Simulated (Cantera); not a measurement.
Feed: 1 mol PbF2, 1.8 mol N2, equilibrated at 1000 °C and 100 Torr.

Method: chemical equilibrium by Gibbs-energy minimisation in Cantera with the NASA 1993 tables (ideal gas, pure condensed phases). Candidate condensed phases: Pb, PbF2; 12 gas species. Each liquid is taken as pure. Mutual solubility and eutectic melting of coexisting phases are not modelled. Kinetics and transport are ignored.

Base state: N2 0.804, PbF4 0.0892, PbF2 0.0882, Pb 0.0138, PbF 0.00487 (mole fractions); condensed: Pb(l) + PbF2(l).

**Question.** What changes in the equilibrium state with this change: PbF2 replaced by CuF2?

**Answer.** 
```json
[
 {"species": "N2", "before": "0.804", "after": "0.975"},
 {"species": "CuF2", "before": "0", "after": "0.0250"},
 {"species": "CuF", "before": "0", "after": "9.14e-5"},
 {"species": "PbF4", "before": "0.0892", "after": "0"},
 {"species": "PbF2", "before": "0.0882", "after": "0"},
 {"species": "Pb", "before": "0.0138", "after": "0"},
 {"species": "PbF", "before": "0.00487", "after": "0"},
 {"species": "F", "before": "<1e-9", "after": "9.14e-5"},
 {"species": "Pb(l), mol", "before": "0.163", "after": "0"},
 {"species": "PbF2(l), mol", "before": "0.398", "after": "0"},
 {"species": "CuF2(l), mol", "before": "0", "after": "0.954"}
]
```
Further candidate phases: Cu, CuF2.

**Question.** What changes in the equilibrium state with this change: PbF2 replaced by MgF2?

**Answer.** 
```
species        before  after
------------  -------  -----
N2              0.804  1.000
PbF4           0.0892      0
PbF2           0.0882      0
Pb             0.0138      0
PbF           0.00487      0
Pb(l), mol      0.163      0
PbF2(l), mol    0.398      0
MgF2(s), mol        0  1.000
```
Further candidate phases: Mg, MgF2.

**Question.** What changes in the equilibrium state with this change: temperature from 1000 °C to 1025 °C?

**Answer.** 
```csv
species,before,after
N2,0.804,0.737
PbF2,0.0882,0.123
PbF4,0.0892,0.113
Pb,0.0138,0.0192
PbF,0.00487,0.00728
"Pb(l), mol",0.163,0.221
"PbF2(l), mol",0.398,0.137
```
